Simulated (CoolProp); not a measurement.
Computed with CoolProp (reference Helmholtz-energy equation of state, Thol 2019).

**Question.** For tetradecamethylhexasiloxane (MD4M), give the phase and the density (kg/m³), Joule-Thomson coefficient (K/MPa), isothermal compressibility (1/MPa) at 346.85 °C and 3.59 bar.

**Answer.** 
- 346.85 °C and 3.59 bar: gas; density 42.9, Joule-Thomson coefficient 20.8, isothermal compressibility 3.98
